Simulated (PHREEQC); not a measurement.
0.01 g of hydrous ferric oxide (600 m²/g; 0.2 weak and 0.005 strong sites per Fe, Dzombak-Morel constants, diffuse double layer) in 1 kg of water with 0.01 mol/kgw of an inert sodium salt and 5.3e-08 mol ZnCl2 and 2.2e-05 mol MgCl2, at 25 °C; the pH is set by adding NaOH or the inert anion's acid. Oxygen is held at 0.21 atm. The system is closed to CO2. Nothing may precipitate in this run.

The series has 13 steps of pH, from 3 to 9.

The numbers come from PHREEQC with the ion-association model, wateq4f.dat.

**Question.** Near which pH is half of the Zn sorbed, and on which side is more sorbed?

**Answer.** Near pH 6.8, with more sorbed at higher pH.

Complexes and solids missing from the database can't appear. The oxide is taken as insoluble; below pH 4 it would dissolve.
